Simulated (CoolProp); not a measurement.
Vapour-liquid equilibrium of R143a (1) + R134a (2) at 226.7 K; x and y are mole fractions of (1).

Computed with CoolProp (multi-fluid Helmholtz-energy mixture model, Lemmon and Jacobsen 2000 and Tillner-Roth 1994; pair parameters Lemmon 2004).

| x | bubble pressure, mixture model (bar) | bubble pressure, Raoult's law (bar) | y, mixture model | y, Raoult's law |
|---|---|---|---|---|
| 0.05 | 0.3947 | 0.3954 | 0.130 | 0.133 |
| 0.125 | 0.4458 | 0.4472 | 0.288 | 0.294 |
| 0.2 | 0.4972 | 0.4990 | 0.414 | 0.422 |
| 0.275 | 0.5488 | 0.5508 | 0.517 | 0.525 |
| 0.35 | 0.6005 | 0.6027 | 0.603 | 0.611 |
| 0.425 | 0.6522 | 0.6545 | 0.676 | 0.683 |
| 0.5 | 0.7041 | 0.7063 | 0.738 | 0.745 |
| 0.575 | 0.7560 | 0.7581 | 0.791 | 0.798 |
| 0.65 | 0.8079 | 0.8099 | 0.838 | 0.844 |
| 0.725 | 0.8599 | 0.8618 | 0.880 | 0.885 |
| 0.8 | 0.9119 | 0.9136 | 0.917 | 0.921 |
| 0.875 | 0.9642 | 0.9654 | 0.951 | 0.953 |
| 0.95 | 1.017 | 1.017 | 0.981 | 0.982 |

The largest gap from Raoult's law is -0.4 % in bubble pressure, at x = 0.275. No azeotrope shows between x = 0.05 and 0.95.

Pair parameters are fitted to limited data, so mixtures are less certain than the pure fluids.
